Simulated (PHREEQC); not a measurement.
Consider water at 40 °C with 0.0004 mol/kgw CaCl2 and 0.012 mol/kgw NaCl. Closed to the air; pH follows from the charge balance.

The numbers come from PHREEQC with the ion-association model, phreeqc.dat.

Task: The ionic strength comes out as 0.0132 mol/kgw. What activity coefficients do Cl-, Na+, Ca+2 get?

Result: Cl- 0.89, Na+ 0.89, Ca+2 0.63.

No solid was allowed to form. At this temperature some constants are extrapolated from 25 °C, and those without enthalpy data are left unchanged.
